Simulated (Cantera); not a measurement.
Input: 1 mol SiCl4, 1.3 mol HCl, 100 mol H2, at 1675 K and 0.800 bar.

Equilibrium computed with Cantera from the NASA thermochemical tables; the gas is ideal and each condensed phase is pure. Candidate condensed phases: Si; 19 gas species. The tables' values for SiCl3 are old estimates; treat these amounts as uncertain. Gases not in the tables: Si2H6 and higher silanes. Equilibrium is a limit: real reactors are often held back by kinetics, nucleation or transport.

Base state: H2 0.955, HCl 0.0390, SiCl2 0.00574, SiCl3 0.000187, H 0.000127, SiHCl3 5.58e-5, SiH2Cl2 4.26e-5, SiCl4 1.26e-5 (mole fractions); condensed: Si(s).

Problem. What changes in the equilibrium state with this change: SiCl4 replaced by SiHCl3?

Solution. 
| species | before | after |
|---|---|---|
| H2 | 0.955 | 0.963 |
| HCl | 0.0390 | 0.0330 |
| SiCl2 | 0.00574 | 0.00407 |
| SiCl4 | 1.26e-5 | 6.36e-6 |
| SiCl3 | 0.000187 | 0.000112 |
| SiHCl3 | 5.58e-5 | 3.35e-5 |
| Si(s), mol | 0.374 | 0.558 |

Problem. What changes in the equilibrium state with this change: HCl from 1.3 to 0.27 mol?

Solution. 
```csv
species,before,after
H2,0.955,0.963
HCl,0.0390,0.0330
SiCl2,0.00574,0.00409
SiCl4,1.26e-5,6.42e-6
SiCl3,0.000187,0.000112
SiHCl3,5.58e-5,3.38e-5
SiH2Cl2,4.26e-5,3.06e-5
"Si(s), mol",0.374,0.560
```
